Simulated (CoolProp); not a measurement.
Vapour-liquid equilibrium of R22 (1) + R114 (2) at 1.37 MPa; x and y are mole fractions of (1).

Computed with CoolProp (multi-fluid Helmholtz-energy mixture model, Kamei 1995 and Platzer 1990; pair parameters Bell 2016). This equation is an older, rougher fit; its heat capacities, sound speeds and derivatives of the liquid may be far off and weren't checked against measurements.

```tsv
x	bubble temperature, mixture model (K)	bubble temperature, Raoult's law (K)	y, mixture model	y, Raoult's law
0.05	363.9	364.9	0.144	0.168
0.2	346.9	349.6	0.446	0.498
0.35	…	338.1	0.622	0.689
0.5	…	329.0	0.740	0.810
0.65	…	321.6	0.832	0.890
0.8	315.1	315.5	0.909	0.947
0.95	310.1	310.2	…	0.989
```

Problem. What belongs in the gaps?

Solution. 
- 0.35, bubble temperature, mixture model (K): 335.5
- 0.5, bubble temperature, mixture model (K): 327.3
- 0.65, bubble temperature, mixture model (K): 320.8
- 0.95, y, mixture model: 0.978

The largest gap from Raoult's law is -2.7 K in bubble temperature, at x = 0.2. No azeotrope shows between x = 0.05 and 0.95.

The pair parameters rest on a limited set of measurements; away from them the model extrapolates.
